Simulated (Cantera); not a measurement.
Feed: 1 mol CHF3, 1 mol CH4, 6.1 mol H2, held at 1330 Pa.

Equilibrium computed with Cantera from the NASA thermochemical tables; the gas is ideal and each condensed phase is pure. Candidate condensed phases: C, C6H6, C7H8, C8H18; 95 gas species. Kinetics and transport are ignored.

Task: At 2502 °C, list the 7 most abundant gas species with their mole fractions, and the condensed phases.

Result: H 0.388, H2 0.359, HF 0.237, C2H2 (acetylene) 0.0110, C3 0.00174, C2H 0.00144, F 0.00102. Condensed: C(graphite).
